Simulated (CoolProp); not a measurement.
A single-stage vapour-compression cycle with propane: evaporating at 281.15 K (dew point), condensing at 308.15 K (bubble point), superheat 5 K, subcooling 0 K, compressor efficiency 0.85, no pressure losses. Each further row changes one setting.

The numbers come from the reference Helmholtz-energy equation of state, Lemmon 2009 in CoolProp.

```csv
case,cooling COP,pressure ratio,discharge temperature (K),refrigerating effect (kJ/kg),volumetric capacity (kJ/m³)
as stated,7.53,2.03,318.6,300,3800
evaporating temperature 286.15 K,9.60,?,317.5,305,4450
condensing temperature 303.15 K,9.52,?,312.8,314,3980
subcooling 5 K,7.88,2.03,318.6,314,3980
superheat 15 K,7.57,2.03,?,318,3830
compressor efficiency 0.75,6.64,2.03,321.2,300,3800
```

### Question
Fill in the missing entries.

### Answer

- evaporating temperature 286.15 K, pressure ratio: 1.76
- condensing temperature 303.15 K, pressure ratio: 1.79
- superheat 15 K, discharge temperature (K): 328.3
